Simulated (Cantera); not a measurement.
An adiabatic, constant-pressure homogeneous reactor starts with H2 : O2 : N2 = 1 : 1.56 : 5.88 (molar parts), equivalence ratio 0.32, at 1575 K and 9.87 atm. Integrator tolerance rtol = 1e-08.

Detailed kinetics in Cantera: GRI-Mech 3.0 (53 species, 325 reactions). The hydrogen kinetics of GRI-Mech 3.0 are dated; newer H2 mechanisms differ, most at raised pressure.

Task: What does this change do: N2 5.88 to 4.7 parts?

Result: 
```tsv
quantity	before	after
time of steepest temperature rise	1.38 µs	1.18 µs
temperature at 8.00 s	2345 K	2450 K
equilibrium temperature	2345 K	2450 K
x(H2) at 8.00 s	0.000296 (gas-phase equilibrium 0.000296)	0.000555 (gas-phase equilibrium 0.000555)
x(O2) at 8.00 s	0.125 (gas-phase equilibrium 0.125)	0.146 (gas-phase equilibrium 0.146)
x(H) at 8.00 s	6.67e-5 (gas-phase equilibrium 6.67e-5)	0.000151 (gas-phase equilibrium 0.000151)
x(NO) at 8.00 s	0.0129 (gas-phase equilibrium 0.0129)	0.0164 (gas-phase equilibrium 0.0164)
x(H2O2) at 8.00 s	6.81e-7 (gas-phase equilibrium 6.81e-7)	1.09e-6 (gas-phase equilibrium 1.09e-6)
x(N2O) at 8.00 s	2.18e-6 (gas-phase equilibrium 2.18e-6)	2.68e-6 (gas-phase equilibrium 2.68e-6)
```
